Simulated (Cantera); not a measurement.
## Premixed flame

A freely propagating, adiabatic, planar premixed flame of H2 : O2 : N2 = 1 : 0.179 : 0.661 (molar parts), unburnt at 700 K and 100.0 Torr; mixture-averaged transport, grid criteria slope 0.08 and curve 0.16, no radiation.

Model: the H2/O2 subset of GRI-Mech 3.0, which has no nitrogen chemistry, integrated in Cantera. Burning velocities carry a grid error of a few per cent, more on coarse grids.

| z (mm) | T (K) | u (m/s) | x H2 | x O2 | x O | x H2O | x H2O2 | x OH |
|---|---|---|---|---|---|---|---|---|
| -21.2 | 700 | 8.70 | 0.543 | 0.0973 | <1e-8 | <1e-8 | <1e-8 | <1e-8 |
| -14.1 | 700 | 8.70 | 0.543 | 0.0973 | <1e-8 | <1e-8 | <1e-8 | <1e-8 |
| -10.6 | 700 | 8.70 | 0.543 | 0.0973 | <1e-8 | <1e-8 | <1e-8 | <1e-8 |
| -7.06 | 700 | 8.70 | 0.543 | 0.0973 | 2.31e-8 | 3.13e-7 | <1e-8 | <1e-8 |
| -3.53 | 709 | 8.80 | 0.542 | 0.0971 | 1.41e-5 | 0.000723 | 1.12e-7 | 1.37e-5 |
| -1.77 | 800 | 9.84 | 0.518 | 0.0933 | 0.000289 | 0.0108 | 7.06e-8 | 0.000145 |
| 0 | 1107 | 13.3 | 0.381 | 0.0465 | 0.00297 | 0.108 | 1.11e-7 | 0.00134 |
| 1.77 | 1306 | 15.7 | 0.301 | 0.00294 | 0.000972 | 0.194 | 3.78e-8 | 0.00136 |
| 3.53 | 1381 | 16.5 | 0.302 | 0.000304 | 0.000571 | 0.200 | 3.39e-8 | 0.00149 |
| 7.06 | 1472 | 17.4 | 0.311 | 0.000170 | 0.000561 | 0.201 | 3.63e-8 | 0.00183 |
| 14.1 | 1580 | 18.6 | 0.322 | 0.000151 | 0.000523 | 0.203 | 3.33e-8 | 0.00216 |
| 28.3 | 1696 | 19.8 | 0.334 | 0.000119 | 0.000432 | 0.205 | 2.44e-8 | 0.00237 |
| 56.5 | 1810 | 20.9 | 0.345 | 8.22e-5 | 0.000310 | 0.207 | 1.47e-8 | 0.00236 |
x: mole fraction of selected species; z is measured from the peak of heat release.

| Property | Result |
|---|---|
| laminar burning velocity | 870 cm/s |
| thermal thickness | 7.06 mm |
| peak x(O) | 0.00304 |
| peak x(H2O2) | 1.21e-7 |
| peak x(OH) | 0.00240 |
| grid points | 148 |
